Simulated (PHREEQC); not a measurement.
**Acid rinse or clean**

A solution holds 0.033 mol HBr, 0.00021 mol ZnSO4 and 0.00088 mol MgCl2 per kg of water, at 50 °C. Closed to the air; pH follows from the charge balance.

The numbers come from PHREEQC with the ion-association model, phreeqc.dat.

No solid was allowed to form.

Problem. What pH, specific conductance does the model give?

Solution. pH 1.55; specific conductance 20400 µS/cm.

Problem. In which forms is S present?

Solution. HSO4- 73 %, SO4-2 25 %, MgSO4 2.3 % of the S.

At this temperature some constants are extrapolated from 25 °C, and those without enthalpy data are left unchanged.
